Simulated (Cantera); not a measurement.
An isothermal, constant-pressure homogeneous reactor starts with N2O : H2O = 1 : 0.077 (molar parts), at 1050 K and 20.0 Torr. Integrator tolerance rtol = 1e-08.

Model: GRI-Mech 3.0 (53 species, 325 reactions), integrated in Cantera. GRI-Mech 3.0 was tuned for natural gas; its chemistry of N2O as a main component is partial and can be far from experiment. Radical loss at walls, strong at low pressure, is not modelled. The mechanism lacks the step 2 NO + O2 → 2 NO2, which can matter for NO2 below about 1400 K. The temperature is held fixed by assumption; the heat of reaction is taken as removed at once.

Task: What does this change do: temperature 1050 to 1473 K?

Result: 
```csv
quantity,before,after
x(N2O) at 30.0 s,0.894 (gas-phase equilibrium 6.72e-10),2.73e-6 (gas-phase equilibrium 1.07e-8)
x(H2O) at 30.0 s,0.0707 (gas-phase equilibrium 0.0488),0.0488 (gas-phase equilibrium 0.0488)
x(O2) at 30.0 s,0.0111 (gas-phase equilibrium 0.317),0.260 (gas-phase equilibrium 0.316)
x(N2) at 30.0 s,0.0231 (gas-phase equilibrium 0.634),0.577 (gas-phase equilibrium 0.634)
x(NO) at 30.0 s,0.000722 (gas-phase equilibrium 5.85e-5),0.113 (gas-phase equilibrium 0.00118)
x(H2O2) at 30.0 s,5.82e-9 (gas-phase equilibrium 2.33e-11),7.22e-10 (gas-phase equilibrium 7.94e-10)
x(OH) at 30.0 s,3.39e-6 (gas-phase equilibrium 5.61e-7),0.000113 (gas-phase equilibrium 0.000118)
```
